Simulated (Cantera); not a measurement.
What does this Cantera script print?

```python
import numpy as np
import cantera as ct

gas_names = """
    H H2 N NH NH2 NH3 N2 N2H2 N2H4 Si SiH SiH2 SiH3 SiH4 SiN Si2 Si2N Si3
""".split()
cond_names = """
    Si(cr) Si(L) Si3N4(a)
""".split()


# ... load() reads the species with a 1 bar reference pressure and builds the phases ...
atoms = {
    'trisilylamine': {'Si': 3, 'N': 1, 'H': 9},
    'N2': {'N': 2},
}
top_T = {'Si3N4(a)': 2400}  # K; cautious upper limits of use, not melting points


# ... equilibrate(T, P, feed) seeds the gas with the atoms and calls Mixture.equilibrate('TP', solver="vcs", rtol=1e-11, max_steps=5000) ...
results = []
T = 1275  # K
P = 93  # Pa
for m in [0.4, 0.94, 2.2, 5.3, 13, 30, 72]:
    feed = {'trisilylamine': 1, 'N2': m}  # mol
    mix = equilibrate(T, P, feed)
    results.append((T, P, feed, dict(zip(mix.species_names, mix.species_moles))))
    x = sorted(zip(gas.X, gas.species_names), reverse=True)
    print(f"T = {T:g} K  P = {P:g} Pa  n(N2) = {m:g} mol  gas = {mix.phase_moles(0):.4g} mol")
    print("   x: " + "  ".join(f"{s} {v:.3e}" for v, s in x if v > 0.001))
    print("   condensed (mol): " + ("  ".join(f"{mix.phase(i).name} {mix.phase_moles(i):.4g}"
          for i in range(1, mix.n_phases) if mix.phase_moles(i) > 1e-12) or "none"))
```

Result:

```
T = 1275 K  P = 93 Pa  n(N2) = 0.4 mol  gas = 4.501 mol
   x: H2 9.997e-01
   condensed (mol): Si(cr) 1.652  Si3N4(a) 0.4494
T = 1275 K  P = 93 Pa  n(N2) = 0.94 mol  gas = 4.501 mol
   x: H2 9.997e-01
   condensed (mol): Si(cr) 0.8418  Si3N4(a) 0.7194
T = 1275 K  P = 93 Pa  n(N2) = 2.2 mol  gas = 5.2 mol
   x: H2 8.654e-01  N2 1.346e-01
   condensed (mol): Si3N4(a) 1
T = 1275 K  P = 93 Pa  n(N2) = 5.3 mol  gas = 8.3 mol
   x: H2 5.422e-01  N2 4.578e-01
   condensed (mol): Si3N4(a) 1
T = 1275 K  P = 93 Pa  n(N2) = 13 mol  gas = 16 mol
   x: N2 7.187e-01  H2 2.812e-01
   condensed (mol): Si3N4(a) 1
T = 1275 K  P = 93 Pa  n(N2) = 30 mol  gas = 33 mol
   x: N2 8.636e-01  H2 1.364e-01
   condensed (mol): Si3N4(a) 1
T = 1275 K  P = 93 Pa  n(N2) = 72 mol  gas = 75 mol
   x: N2 9.400e-01  H2 6.000e-02
   condensed (mol): Si3N4(a) 1
```

Equilibrium computed with Cantera from the NASA thermochemical tables; the gas is ideal and each condensed phase is pure. The feed counts by its element totals alone. Mutual solubility and eutectic melting of coexisting phases are not modelled.
